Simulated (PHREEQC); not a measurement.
# Leach liquor: an equilibrium model

Dissolve 0.0024 mol/kgw H2SO4, 0.22 mol/kgw ZnSO4 and 0.0025 mol/kgw MnSO4 at 25 °C. Closed to the air; pH follows from the charge balance.

The numbers come from PHREEQC with the ion-association model, phreeqc.dat.

Each row changes one thing in this solution. No solid was allowed to form.

```json
[
 {"case": "as made", "pH": "2.84", "ionic strength (mol/kgw)": "0.430", "SO4-2 (mol/kgw)": "0.0697", "HSO4- (mol/kgw)": "0.00292", "Mn+2 (mol/kgw)": "0.00153", "MnSO4 (mol/kgw)": "0.000974"},
 {"case": "H2SO4 from 0.0024 to 0.00216 mol/kgw", "pH": "2.89", "ionic strength (mol/kgw)": "0.430", "SO4-2 (mol/kgw)": "0.0697", "HSO4- (mol/kgw)": "0.00263", "Mn+2 (mol/kgw)": "0.00153", "MnSO4 (mol/kgw)": "0.000974"},
 {"case": "MnSO4 from 0.0025 to 0.00125 mol/kgw", "pH": "2.84", "ionic strength (mol/kgw)": "0.428", "SO4-2 (mol/kgw)": "0.0692", "HSO4- (mol/kgw)": "0.00292", "Mn+2 (mol/kgw)": "0.000763", "MnSO4 (mol/kgw)": "0.000487"},
 {"case": "0.0071 mol/kgw HF added", "pH": "2.64", "ionic strength (mol/kgw)": "0.432", "SO4-2 (mol/kgw)": "0.0693", "HSO4- (mol/kgw)": "0.00461", "Mn+2 (mol/kgw)": "0.00153", "MnSO4 (mol/kgw)": "0.000967"},
 {"case": "H2SO4 from 0.0024 to 0.012 mol/kgw", "pH": "2.14", "ionic strength (mol/kgw)": "0.441", "SO4-2 (mol/kgw)": "0.0697", "HSO4- (mol/kgw)": "0.0145", "Mn+2 (mol/kgw)": "0.00154", "MnSO4 (mol/kgw)": "0.000962"},
 {"case": "ZnSO4 left out", "pH": "2.45", "ionic strength (mol/kgw)": "0.0134", "SO4-2 (mol/kgw)": "0.00353", "HSO4- (mol/kgw)": "0.000866", "Mn+2 (mol/kgw)": "0.00199", "MnSO4 (mol/kgw)": "0.000506"},
 {"case": "temperature from 25 to 50 °C", "pH": "3.01", "ionic strength (mol/kgw)": "0.420", "SO4-2 (mol/kgw)": "0.0703", "HSO4- (mol/kgw)": "0.00351", "Mn+2 (mol/kgw)": "0.00131", "MnSO4 (mol/kgw)": "0.00119"}
]
```

Species that the database lacks are ignored. Away from 25 °C the constants follow the database's enthalpies or fits; those with neither stay at their 25 °C values.
